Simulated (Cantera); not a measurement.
A perfectly stirred reactor is fed with 5.37 % CH4, 4.46 % C2H6, 0.392 % C3H8, 18.9 % O2, 70.9 % N2, at 10.0 bar; it is adiabatic with a 350 K inlet, and is followed from long to short residence time, starting on the burning branch (τ in s: 0.21, 0.1, 0.047, 0.023, 0.011, 0.0051, 0.0024, 0.0012, 0.00055, 0.00026, 0.00013, 6e-05).

Detailed kinetics in Cantera: GRI-Mech 3.0 (53 species, 325 reactions).

Q: Predict: blow-out, bracketed by the residence times tried; x(CH4) at τ = 0.210 s; x(C2H6) at τ = 0.210 s; x(C3H8) at τ = 0.210 s; x(HO2) at τ = 0.210 s; x(NO) at τ = 0.210 s; x(CH4) at τ = 2.40 ms; x(C2H6) at τ = 2.40 ms; x(C3H8) at τ = 2.40 ms; x(HO2) at τ = 2.40 ms; x(NO) at τ = 2.40 ms.

A: 
```json
{
  "blow_out_bracketed_by_the_residence_times_tried": "burning at 0.260 ms, out at 0.130 ms",
  "x(CH4) at τ = 0.210 s": "0.000808",
  "x(C2H6) at τ = 0.210 s": "2.92e-7",
  "x(C3H8) at τ = 0.210 s": "9.58e-9",
  "x(HO2) at τ = 0.210 s": "1.54e-8",
  "x(NO) at τ = 0.210 s": "1.24e-5",
  "x(CH4) at τ = 2.40 ms": "0.00566",
  "x(C2H6) at τ = 2.40 ms": "2.89e-5",
  "x(C3H8) at τ = 2.40 ms": "7.12e-7",
  "x(HO2) at τ = 2.40 ms": "1.06e-6",
  "x(NO) at τ = 2.40 ms": "8.11e-6"
}
```
